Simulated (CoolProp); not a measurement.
Vapour-liquid equilibrium of ethylbenzene (1) + o-xylene (2) at 143.95 °C; x and y are mole fractions of (1).

Computed with CoolProp (multi-fluid Helmholtz-energy mixture model, Zhou 2012 and Zhou 2012; pair parameters Bell 2016).

| x | bubble pressure (bar) | y at the bubble point | dew pressure at overall composition x (bar) | liquid density (mol/L) |
|---|---|---|---|---|
| 0.05 | 1.014 | 0.061 | 1.012 | 7.242 |
| 0.2 | 1.052 | (withheld) | 1.044 | 7.214 |
| 0.35 | 1.092 | 0.402 | (withheld) | 7.186 |
| 0.5 | 1.131 | (withheld) | 1.117 | 7.160 |
| 0.65 | 1.168 | 0.695 | 1.156 | (withheld) |
| 0.8 | 1.203 | 0.828 | 1.196 | (withheld) |
| 0.95 | (withheld) | 0.957 | (withheld) | 7.094 |

### Question
What belongs in the gaps?

### Answer

- 0.2, y at the bubble point: 0.237
- 0.35, dew pressure at overall composition x (bar): 1.079
- 0.5, y at the bubble point: 0.554
- 0.65, liquid density (mol/L): 7.136
- 0.8, liquid density (mol/L): 7.113
- 0.95, bubble pressure (bar): 1.234
- 0.95, dew pressure at overall composition x (bar): 1.232

No azeotrope shows between x = 0.05 and 0.95.

The pair parameters rest on a limited set of measurements; away from them the model extrapolates.
